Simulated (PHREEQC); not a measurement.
Phosphoric acid bath: an equilibrium model

Solution (55 °C): 0.038 mol/kgw H3PO4. Closed to the air; pH follows from the charge balance.

All values are PHREEQC results (ion-association model, phreeqc.dat), not measurements.

Each row changes one thing in this solution. This is a speciation only: nothing precipitates in the calculation.

```
case                                              pH  ionic strength (mol/kgw)  H3PO4 (mol/kgw)  H2PO4- (mol/kgw)  HPO4-2 (mol/kgw)
----------------------------------------------  ----  ------------------------  ---------------  ----------------  ----------------
as made                                         1.95                    0.0125           0.0255            0.0125           1.14e-7
H3PO4 replaced by Na2HPO4 at the same molality  9.00                     0.111         3.45e-11          0.000223            0.0359
H3PO4 from 0.038 to 0.0418 mol/kgw               [?]                    0.0133           0.0285            0.0133           1.16e-7
H3PO4 replaced by K2HPO4 at the same molality   9.00                     0.111         3.45e-11               [?]            0.0359
H3PO4 from 0.038 to 0.019 mol/kgw               2.13                   0.00805           0.0109           0.00805           1.06e-7
temperature from 55 to 25 °C                     [?]                    0.0142           0.0238            0.0142           9.80e-8
diluted 10-fold with water                       [?]                   0.00259          0.00121           0.00259           9.10e-8
diluted 2-fold with water                       2.13                   0.00805           0.0109           0.00805           1.06e-7
0.0012 mol/kgw Na2CO3 added                     2.00                    0.0135           0.0244            0.0135           1.41e-7
```

Problem. Fill in the missing entries.

Solution. 
- H3PO4 from 0.038 to 0.0418 mol/kgw, pH: 1.92
- H3PO4 replaced by K2HPO4 at the same molality, H2PO4- (mol/kgw): 0.000224
- temperature from 55 to 25 °C, pH: 1.89
- diluted 10-fold with water, pH: 2.61

Complexes and solids missing from the database can't appear. Away from 25 °C the constants follow the database's enthalpies or fits; those with neither stay at their 25 °C values.
